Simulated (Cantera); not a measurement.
Charge: 1 mol Fe, 2.2 mol CO, 75 mol H2.

Points: T (K) = 700, 800, 900, 1000, 1100, 1200, 1300, 1400, 1500, 1600, 1700, 1800, 1900; P (Pa) = 10, 82, 670, 5500, 45000, 370000, 3e+06.

Cantera's Mixture.equilibrate('TP', solver="vcs", rtol=1e-11, max_steps=5000) on the NASA tables stopped like this:

```
ERROR: FAILURE its = 5001!

*******************************************************************************
CanteraError thrown by MultiPhase::equilibrate:
VCS solver failed. Return code: -1
*******************************************************************************
```

### Question
What got this run through?

### Answer
One answer among several that fit: The failure is numerical, not chemical. The same input converged with solver="gibbs", rtol=1e-10, max_steps=50000, and the result passed a check of the equilibrium conditions:
```
    700         10  C(gr) + Fe(a)
    800         10  Fe(a)
    900         10  Fe(a)
   1000         10  Fe(a)
   1100         10  Fe(a)
   1200         10  Fe(c)
   1300         10  Fe(c)
   1400         10  Fe(c)
   1500         10  Fe(c)
   1600         10  Fe(c)
   1700         10  gas only
   1800         10  gas only
   1900         10  gas only
    700         82  C(gr) + Fe(a)
    800         82  Fe(a)
    900         82  Fe(a)
   1000         82  Fe(a)
   1100         82  Fe(a)
   1200         82  Fe(c)
   1300         82  Fe(c)
   1400         82  Fe(c)
   1500         82  Fe(c)
   1600         82  Fe(c)
   1700         82  Fe(d)
   1800         82  gas only
   1900         82  gas only
    700        670  Fe(a)
    800        670  Fe(a)
    900        670  Fe(a)
   1000        670  Fe(a)
   1100        670  Fe(a)
   1200        670  Fe(c)
   1300        670  Fe(c)
   1400        670  Fe(c)
   1500        670  Fe(c)
   1600        670  Fe(c)
   1700        670  Fe(d)
   1800        670  Fe(d)
   1900        670  gas only
    700       5500  Fe(a)
    800       5500  Fe(a)
    900       5500  Fe(a)
   1000       5500  Fe(a)
   1100       5500  Fe(a)
   1200       5500  Fe(c)
   1300       5500  Fe(c)
   1400       5500  Fe(c)
   1500       5500  Fe(c)
   1600       5500  Fe(c)
   1700       5500  Fe(d)
   1800       5500  Fe(d)
   1900       5500  Fe(L)
    700    4.5e+04  Fe(a)
    800    4.5e+04  Fe(a)
    900    4.5e+04  Fe(a)
   1000    4.5e+04  Fe(a)
   1100    4.5e+04  Fe(a)
   1200    4.5e+04  Fe(c)
   1300    4.5e+04  Fe(c)
   1400    4.5e+04  Fe(c)
   1500    4.5e+04  Fe(c)
   1600    4.5e+04  Fe(c)
   1700    4.5e+04  Fe(d)
   1800    4.5e+04  Fe(d)
   1900    4.5e+04  Fe(L)
    700    3.7e+05  Fe(a)
    800    3.7e+05  Fe(a)
    900    3.7e+05  Fe(a)
   1000    3.7e+05  Fe(a)
   1100    3.7e+05  Fe(a)
   1200    3.7e+05  Fe(c)
   1300    3.7e+05  Fe(c)
   1400    3.7e+05  Fe(c)
   1500    3.7e+05  Fe(c)
   1600    3.7e+05  Fe(c)
   1700    3.7e+05  Fe(d)
   1800    3.7e+05  Fe(d)
   1900    3.7e+05  Fe(L)
    700      3e+06  Fe(a)
    800      3e+06  Fe(a)
    900      3e+06  Fe(a)
   1000      3e+06  Fe(a)
   1100      3e+06  Fe(a)
   1200      3e+06  Fe(c)
   1300      3e+06  Fe(c)
   1400      3e+06  Fe(c)
   1500      3e+06  Fe(c)
   1600      3e+06  Fe(c)
   1700      3e+06  Fe(d)
   1800      3e+06  Fe(d)
   1900      3e+06  Fe(L)
```

The gas is ideal and each condensed phase is pure. Condensed phases not in the tables: cementite and carbon dissolved in iron.
